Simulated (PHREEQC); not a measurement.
# Brine: speciation

Consider water at 25 °C with 0.69 mol/kgw NaCl, 1.5 mol/kgw CaCl2 and 0.13 mol/kgw LiCl. Closed to the air; pH follows from the charge balance.

Computed with PHREEQC (Pitzer model, pitzer.dat).

This is a speciation only: nothing precipitates in the calculation.

**Question.** Estimate the activity of water, density, osmotic coefficient.

**Answer.** activity of water 0.866; density 1.146 g/cm³; osmotic coefficient 1.303.
